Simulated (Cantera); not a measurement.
A freely propagating, adiabatic, planar premixed flame of 2.98 % CH4, 2.80 % C2H6, 0.298 % C3H8, 21.8 % O2, 72.1 % N2, equivalence ratio 0.79, unburnt at 575 K and 2030 Torr; mixture-averaged transport, grid criteria slope 0.08 and curve 0.16, no radiation.

Model: GRI-Mech 3.0 (53 species, 325 reactions), integrated in Cantera. Burning velocities carry a grid error of a few per cent, more on coarse grids.

x: mole fraction of selected species; z is measured from the peak of heat release.

| z (mm) | T (K) | u (m/s) | x CH4 | x C2H6 | x C3H8 | x H2O | x H2O2 | x C2H2 |
|---|---|---|---|---|---|---|---|---|
| -0.401 | 576 | 0.986 | 0.0298 | 0.0280 | 0.00298 | 0.000122 | 2.27e-7 | 3.26e-8 |
| -0.267 | 578 | 0.991 | 0.0296 | 0.0279 | 0.00297 | 0.000634 | 1.38e-6 | 2.32e-7 |
| -0.201 | 587 | 1.01 | 0.0294 | 0.0278 | 0.00297 | 0.00213 | 5.51e-6 | 1.13e-6 |
| -0.134 | ___ | 1.10 | 0.0282 | 0.0272 | 0.00293 | ___ | ___ | ___ |
| -0.0669 | 965 | 1.69 | 0.0217 | 0.0200 | 0.00235 | 0.0455 | 0.000126 | 8.96e-5 |
| -0.0334 | 1351 | 2.40 | 0.0139 | 0.00889 | 0.00107 | 0.0823 | 8.16e-5 | 0.000239 |
| 0 | 1742 | 3.13 | 0.00434 | 0.000629 | 4.69e-5 | 0.118 | 3.46e-6 | 0.000362 |
| 0.0334 | 1920 | 3.45 | 0.000404 | 2.09e-6 | 4.36e-8 | 0.133 | 8.81e-7 | 5.50e-5 |
| 0.0669 | 1990 | 3.56 | 1.95e-5 | <1e-8 | <1e-8 | 0.136 | 6.70e-7 | 1.70e-6 |
| 0.134 | 2077 | 3.69 | 5.39e-8 | <1e-8 | <1e-8 | 0.138 | 5.20e-7 | <1e-8 |
| 0.267 | 2173 | 3.84 | <1e-8 | <1e-8 | <1e-8 | 0.142 | 3.75e-7 | <1e-8 |
| 0.535 | 2252 | 3.96 | <1e-8 | <1e-8 | <1e-8 | 0.146 | ___ | <1e-8 |
| 1.07 | 2300 | 4.03 | <1e-8 | <1e-8 | <1e-8 | 0.149 | 2.45e-7 | <1e-8 |

Q: Some entries are withheld; supply them.

A: 
- -0.134, T (K): 638
- -0.134, x H2O: 0.00945
- -0.134, x H2O2: 2.97e-5
- -0.134, x C2H2: 8.65e-6
- 0.535, x H2O2: 2.79e-7
